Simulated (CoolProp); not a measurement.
CHF3 (R23) along the isobar 2.09 MPa: density (kg/m³) from the reference equation and from simpler models built on Tc = 299.3 K, pc = 4.832 MPa, ω = 0.263; each cubic takes its own stable root.

The numbers come from the reference Helmholtz-energy equation of state, Penoncello 2003 in CoolProp.

```
T (K)   phase  reference
-----  ------  ---------
240.5  liquid       1241
247.3  liquid       1206
254.1  liquid       1167
260.9  liquid       1124
267.8     gas      94.16
274.6     gas      86.95
281.4     gas      81.50
288.2     gas      77.12
295.1     gas      73.39
301.9     gas      70.24
```

Task: How far does each simpler model (Redlich-Kwong, Soave-Redlich-Kwong) lie from the reference over these 10 states: mean and median of the absolute difference, and the worst?

Result: 
- Redlich-Kwong: mean 17.4 %, median 6.0 %, worst -91.7 % at 260.9 K and 2.09 MPa
- Soave-Redlich-Kwong: mean 8.3 %, median 4.1 %, worst -18.2 % at 260.9 K and 2.09 MPa

At some of these states Redlich-Kwong gives the other phase, because its saturation line lies elsewhere.
